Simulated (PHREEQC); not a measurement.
A column of 1 m (30 cells, dispersivity 0.05 m, 300 s a shift, diffusion coefficient 3e-10 m²/s) holds 0.00096 eq of the database's cation exchanger X per kg of pore water, first in equilibrium with 0.31 mmol/kgw PbCl2, 14 mmol/kgw BaCl2, 0.55 mmol/kgw KCl and 0.01 mmol/kgw HCl. It is flushed with 0.00037 mol/kgw KCl and 1e-05 mol/kgw HCl, at 25 °C. Values are for the last cell. No CO2 enters from the air. Precipitation was switched off in this run.

Computed with PHREEQC (ion-association model, phreeqc.dat).

```json
[
 {"pore volumes": "0", "Pb in solution (mol/kgw)": "0.000310", "Ba in solution (mol/kgw)": "0.0140", "Cl in solution (mol/kgw)": "0.0292", "K in solution (mol/kgw)": "0.000550", "PbX2 on the exchanger (mol/kgw)": "9.14e-6"},
 {"pore volumes": "0.55", "Pb in solution (mol/kgw)": "0.000298", "Ba in solution (mol/kgw)": "0.0135", "Cl in solution (mol/kgw)": "0.0281", "K in solution (mol/kgw)": "0.000543", "PbX2 on the exchanger (mol/kgw)": "9.20e-6"},
 {"pore volumes": "0.8167", "Pb in solution (mol/kgw)": "0.000211", "Ba in solution (mol/kgw)": "0.00965", "Cl in solution (mol/kgw)": "0.0202", "K in solution (mol/kgw)": "0.000489", "PbX2 on the exchanger (mol/kgw)": "9.83e-6"},
 {"pore volumes": "1.35", "Pb in solution (mol/kgw)": "3.83e-5", "Ba in solution (mol/kgw)": "0.00186", "Cl in solution (mol/kgw)": "0.00417", "K in solution (mol/kgw)": "0.000358", "PbX2 on the exchanger (mol/kgw)": "1.17e-5"},
 {"pore volumes": "1.883", "Pb in solution (mol/kgw)": "4.51e-6", "Ba in solution (mol/kgw)": "0.000228", "Cl in solution (mol/kgw)": "0.000771", "K in solution (mol/kgw)": "0.000295", "PbX2 on the exchanger (mol/kgw)": "1.20e-5"},
 {"pore volumes": "2.15", "Pb in solution (mol/kgw)": "1.91e-6", "Ba in solution (mol/kgw)": "9.67e-5", "Cl in solution (mol/kgw)": "0.000494", "K in solution (mol/kgw)": "0.000287", "PbX2 on the exchanger (mol/kgw)": "1.19e-5"},
 {"pore volumes": "2.683", "Pb in solution (mol/kgw)": "7.53e-7", "Ba in solution (mol/kgw)": "3.79e-5", "Cl in solution (mol/kgw)": "0.000389", "K in solution (mol/kgw)": "0.000302", "PbX2 on the exchanger (mol/kgw)": "1.16e-5"},
 {"pore volumes": "3.217", "Pb in solution (mol/kgw)": "4.95e-7", "Ba in solution (mol/kgw)": "2.47e-5", "Cl in solution (mol/kgw)": "0.000381", "K in solution (mol/kgw)": "0.000320", "PbX2 on the exchanger (mol/kgw)": "1.14e-5"},
 {"pore volumes": "3.483", "Pb in solution (mol/kgw)": "4.28e-7", "Ba in solution (mol/kgw)": "2.13e-5", "Cl in solution (mol/kgw)": "0.000380", "K in solution (mol/kgw)": "0.000327", "PbX2 on the exchanger (mol/kgw)": "1.13e-5"},
 {"pore volumes": "4.017", "Pb in solution (mol/kgw)": "3.41e-7", "Ba in solution (mol/kgw)": "1.69e-5", "Cl in solution (mol/kgw)": "0.000380", "K in solution (mol/kgw)": "0.000336", "PbX2 on the exchanger (mol/kgw)": "1.12e-5"},
 {"pore volumes": "4.55", "Pb in solution (mol/kgw)": "2.87e-7", "Ba in solution (mol/kgw)": "1.41e-5", "Cl in solution (mol/kgw)": "0.000380", "K in solution (mol/kgw)": "0.000341", "PbX2 on the exchanger (mol/kgw)": "1.10e-5"},
 {"pore volumes": "4.817", "Pb in solution (mol/kgw)": "2.67e-7", "Ba in solution (mol/kgw)": "1.31e-5", "Cl in solution (mol/kgw)": "0.000380", "K in solution (mol/kgw)": "0.000343", "PbX2 on the exchanger (mol/kgw)": "1.10e-5"},
 {"pore volumes": "5.35", "Pb in solution (mol/kgw)": "2.34e-7", "Ba in solution (mol/kgw)": "1.14e-5", "Cl in solution (mol/kgw)": "0.000380", "K in solution (mol/kgw)": "0.000347", "PbX2 on the exchanger (mol/kgw)": "1.09e-5"},
 {"pore volumes": "5.883", "Pb in solution (mol/kgw)": "2.10e-7", "Ba in solution (mol/kgw)": "1.02e-5", "Cl in solution (mol/kgw)": "0.000380", "K in solution (mol/kgw)": "0.000349", "PbX2 on the exchanger (mol/kgw)": "1.08e-5"},
 {"pore volumes": "6.15", "Pb in solution (mol/kgw)": "2.00e-7", "Ba in solution (mol/kgw)": "9.72e-6", "Cl in solution (mol/kgw)": "0.000380", "K in solution (mol/kgw)": "0.000350", "PbX2 on the exchanger (mol/kgw)": "1.08e-5"},
 {"pore volumes": "6.683", "Pb in solution (mol/kgw)": "1.83e-7", "Ba in solution (mol/kgw)": "8.87e-6", "Cl in solution (mol/kgw)": "0.000380", "K in solution (mol/kgw)": "0.000352", "PbX2 on the exchanger (mol/kgw)": "1.07e-5"},
 {"pore volumes": "7.217", "Pb in solution (mol/kgw)": "1.69e-7", "Ba in solution (mol/kgw)": "8.17e-6", "Cl in solution (mol/kgw)": "0.000380", "K in solution (mol/kgw)": "0.000353", "PbX2 on the exchanger (mol/kgw)": "1.06e-5"},
 {"pore volumes": "7.483", "Pb in solution (mol/kgw)": "1.63e-7", "Ba in solution (mol/kgw)": "7.86e-6", "Cl in solution (mol/kgw)": "0.000380", "K in solution (mol/kgw)": "0.000354", "PbX2 on the exchanger (mol/kgw)": "1.06e-5"},
 {"pore volumes": "8.017", "Pb in solution (mol/kgw)": "1.52e-7", "Ba in solution (mol/kgw)": "7.32e-6", "Cl in solution (mol/kgw)": "0.000380", "K in solution (mol/kgw)": "0.000355", "PbX2 on the exchanger (mol/kgw)": "1.05e-5"}
]
```
